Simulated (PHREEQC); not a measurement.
**Polishing slurry liquid: speciation**

Consider water at 25 °C with 0.012 mol/kgw K2CO3, 0.00025 mol/kgw H4SiO4 and 0.0013 mol/kgw CO2. Closed to the air; pH follows from the charge balance.

Model: ion-association model, phreeqc.dat, run in PHREEQC.

Precipitation was switched off in this run.

Question: Predict the pH.

Answer: pH 10.60.

Question: In which forms is C present?

Answer: CO3-2 75 %, HCO3- 25 % of the C.
